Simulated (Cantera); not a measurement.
What does this Cantera script print?

```python
import numpy as np
import cantera as ct

gas_names = [...]  # 121 gases of nasa_gas.yaml made of Al, C, H, O
cond_names = """
    AL(cr) AL(L) AL2O3(a) AL2O3(L) C(gr) C6H6(L) C7H8(L) C8H18(L),n-octa H2O(s) H2O(L)
""".split()


# ... load() reads the species with a 1 bar reference pressure and builds the phases ...
atoms = {
    'Al(CH3)3': {'AL': 1, 'C': 3, 'H': 9},
    'O2': {'O': 2},
    'H2': {'H': 2},
}
top_T = {'C(gr)': 4500}  # K; cautious upper limits of use, not melting points


# ... equilibrate(T, P, feed) seeds the gas with the atoms and calls Mixture.equilibrate('TP', solver="vcs", rtol=1e-11, max_steps=5000) ...
results = []
T = 2248  # K
P = 133.322  # Pa
for m in [83, 100, 120, 140, 170, 210, 250, 300, 360, 440, 530]:
    feed = {'Al(CH3)3': 1, 'O2': 2.6, 'H2': m}  # mol
    mix = equilibrate(T, P, feed)
    results.append((T, P, feed, dict(zip(mix.species_names, mix.species_moles))))
    x = sorted(zip(gas.X, gas.species_names), reverse=True)
    print(f"T = {T:g} K  P = {P:g} Pa  n(H2) = {m:g} mol  gas = {mix.phase_moles(0):.4g} mol")
    print("   x: " + "  ".join(f"{s} {v:.3e}" for v, s in x if v > 0.0001))
    print("   condensed (mol): " + ("  ".join(f"{mix.phase(i).name} {mix.phase_moles(i):.4g}"
          for i in range(1, mix.n_phases) if mix.phase_moles(i) > 1e-12) or "none"))
```

It prints:

```
T = 2248 K  P = 133.322 Pa  n(H2) = 83 mol  gas = 99.7 mol
   x: H2 7.771e-01  H 1.774e-01  CO 3.001e-02  H2O 1.146e-02  AL 2.599e-03  AL2O 4.111e-04  OH 3.918e-04  ALOH 3.188e-04  ALO 1.622e-04
   condensed (mol): AL2O3(a) 0.3036
T = 2248 K  P = 133.322 Pa  n(H2) = 100 mol  gas = 118.5 mol
   x: H2 7.817e-01  H 1.779e-01  CO 2.525e-02  H2O 1.086e-02  AL 2.841e-03  AL2O 4.629e-04  OH 3.704e-04  ALOH 3.293e-04  ALO 1.671e-04
   condensed (mol): AL2O3(a) 0.2452
T = 2248 K  P = 133.322 Pa  n(H2) = 120 mol  gas = 140.6 mol
   x: H2 7.854e-01  H 1.783e-01  CO 2.128e-02  H2O 1.040e-02  AL 3.057e-03  AL2O 5.104e-04  OH 3.535e-04  ALOH 3.383e-04  ALO 1.712e-04
   condensed (mol): AL2O3(a) 0.1747
T = 2248 K  P = 133.322 Pa  n(H2) = 140 mol  gas = 162.7 mol
   x: H2 7.881e-01  H 1.786e-01  CO 1.839e-02  H2O 1.007e-02  AL 3.223e-03  AL2O 5.476e-04  ALOH 3.449e-04  OH 3.419e-04  ALO 1.742e-04
   condensed (mol): AL2O3(a) 0.1032
T = 2248 K  P = 133.322 Pa  n(H2) = 170 mol  gas = 195.9 mol
   x: H2 7.911e-01  H 1.790e-01  CO 1.528e-02  H2O 9.676e-03  AL 3.385e-03  AL2O 5.783e-04  ALOH 3.474e-04  OH 3.279e-04  ALO 1.752e-04
   condensed (mol): none
T = 2248 K  P = 133.322 Pa  n(H2) = 210 mol  gas = 240 mol
   x: H2 7.959e-01  H 1.795e-01  CO 1.248e-02  H2O 8.048e-03  AL 3.002e-03  AL2O 3.760e-04  OH 2.719e-04  ALOH 2.555e-04  ALO 1.284e-04
   condensed (mol): none
T = 2248 K  P = 133.322 Pa  n(H2) = 250 mol  gas = 284 mol
   x: H2 7.991e-01  H 1.799e-01  CO 1.055e-02  H2O 6.895e-03  AL 2.689e-03  AL2O 2.575e-04  OH 2.325e-04  ALOH 1.957e-04
   condensed (mol): none
T = 2248 K  P = 133.322 Pa  n(H2) = 300 mol  gas = 339 mol
   x: H2 8.021e-01  H 1.802e-01  CO 8.838e-03  H2O 5.852e-03  AL 2.373e-03  OH 1.969e-04  AL2O 1.695e-04  ALOH 1.463e-04
   condensed (mol): none
T = 2248 K  P = 133.322 Pa  n(H2) = 360 mol  gas = 405 mol
   x: H2 8.046e-01  H 1.805e-01  CO 7.399e-03  H2O 4.954e-03  AL 2.074e-03  OH 1.665e-04  AL2O 1.092e-04  ALOH 1.080e-04
   condensed (mol): none
T = 2248 K  P = 133.322 Pa  n(H2) = 440 mol  gas = 493 mol
   x: H2 8.069e-01  H 1.807e-01  CO 6.079e-03  H2O 4.113e-03  AL 1.770e-03  OH 1.380e-04
   condensed (mol): none
T = 2248 K  P = 133.322 Pa  n(H2) = 530 mol  gas = 592.1 mol
   x: H2 8.088e-01  H 1.809e-01  CO 5.063e-03  H2O 3.453e-03  AL 1.516e-03  OH 1.157e-04
   condensed (mol): none
```

Method: chemical equilibrium by Gibbs-energy minimisation in Cantera with the NASA 1993 tables (ideal gas, pure condensed phases). The feed counts by its element totals alone. The tables' values for AlOH are old estimates; treat these amounts as uncertain.
